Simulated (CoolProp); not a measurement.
Vapour-liquid equilibrium of R125 (1) + isobutane (2) at 228 K; x and y are mole fractions of (1).

The numbers come from the multi-fluid Helmholtz-energy mixture model, Lemmon 2005 and Bücker 2006; pair parameters Bell 2016 in CoolProp.

**Question.** Give the bubble pressure and the first vapour's composition at x = 0.05, 0.8, 0.95. Is there an azeotrope?

**Answer.** x = 0.05: 0.4570 bar, y = 0.537; x = 0.8: 1.180 bar, y = 0.872; x = 0.95: 1.189 bar, y = 0.940. y crosses x between x = 0.8 and 0.95: the model has an azeotrope there.

The pair parameters rest on a limited set of measurements; away from them the model extrapolates. With so large a gap from Raoult's law the liquid may split in two, which this calculation doesn't test in full.
